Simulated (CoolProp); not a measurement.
A single-stage vapour-compression cycle with the fluid: evaporating at 281.15 K (dew point), condensing at 309.15 K (bubble point), superheat 2 K, subcooling 8 K, compressor efficiency 0.85, no pressure losses. The same conditions are run with several fluids, on thermodynamics alone (safety and materials aside).

The numbers come from the reference Helmholtz-energy equation of state of each fluid (isobutene: Lemmon 2005; R123: Younglove 1994; R115: Lemmon 2016; dimethyl ether: Wu 2011; n-perfluorobutane: Gao 2022; R124: de Vries 1995) in CoolProp.

```tsv
fluid	cooling COP	pressure ratio	discharge temperature (K)	refrigerating effect (kJ/kg)	volumetric capacity (kJ/m³)
isobutene	8.06	2.39	314.1	?	?
R123	?	2.91	314.7	?	493
R115	7.47	2.12	309.2	?	3620
dimethyl ether	8.01	2.29	322.4	?	2830
n-perfluorobutane	7.61	2.52	309.2	?	1180
R124	7.97	2.43	312.5	135	1840
```

**Question.** Complete the blanks.

**Answer.** 
- isobutene, refrigerating effect (kJ/kg): 333
- isobutene, volumetric capacity (kJ/m³): 1490
- R123, cooling COP: 8.17
- R123, refrigerating effect (kJ/kg): 159
- R115, refrigerating effect (kJ/kg): 84.2
- dimethyl ether, refrigerating effect (kJ/kg): 379
- n-perfluorobutane, refrigerating effect (kJ/kg): 73.2

The compression ends wet for: R115; n-perfluorobutane.
